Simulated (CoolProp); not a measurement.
Computed with CoolProp (reference Helmholtz-energy equation of state, Lemmon 2006). It is a short technical equation, of lower accuracy than the large ones.

### Question
For R142b, give the phase and the density (kg/m³), cp (kJ/(kg K)), isothermal compressibility (1/MPa), fugacity coefficient at 194.1 K and 1.77 MPa; 189.2 K and 0.0315 MPa.

### Answer
- 194.1 K and 1.77 MPa: liquid; density 1340, cp 1.12, isothermal compressibility 0.000876, fugacity coefficient 0.00105
- 189.2 K and 0.0315 MPa: liquid; density 1350, cp 1.12, isothermal compressibility 0.000848, fugacity coefficient 0.0357
